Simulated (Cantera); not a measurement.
Mixture: CH4 : O2 : N2 = 1 : 3.39 : 12.7 (molar parts), equivalence ratio 0.59, at 73000 Pa, adiabatic and at constant pressure. Ignition delay is the time to a rise of 400 K.

Detailed kinetics in Cantera: GRI-Mech 3.0 (53 species, 325 reactions).

### Question
What does this change do: pressure from 73000 Pa to 78000 Pa?

### Answer
```json
[
 {"quantity": "delay at 1273 K", "before": "16.2 ms", "after": "15.4 ms"},
 {"quantity": "delay at 1423 K", "before": "2.68 ms", "after": "2.55 ms"},
 {"quantity": "delay at 1573 K", "before": "0.668 ms", "after": "0.631 ms"},
 {"quantity": "delay at 1723 K", "before": "0.230 ms", "after": "0.217 ms"},
 {"quantity": "delay at 1873 K", "before": "97.8 µs", "after": "91.9 µs"},
 {"quantity": "apparent activation energy between 1723 and 1873 K", "before": "150 kJ/mol", "after": "150 kJ/mol"}
]
```

### Question
What does this change do: pressure from 73000 Pa to 100000 Pa?

### Answer
| quantity | before | after |
|---|---|---|
| delay at 1273 K | 16.2 ms | 12.7 ms |
| delay at 1423 K | 2.68 ms | 2.11 ms |
| delay at 1573 K | 0.668 ms | 0.514 ms |
| delay at 1723 K | 0.230 ms | 0.173 ms |
| delay at 1873 K | 97.8 µs | 72.8 µs |
| apparent activation energy between 1723 and 1873 K | 150 kJ/mol | 160 kJ/mol |
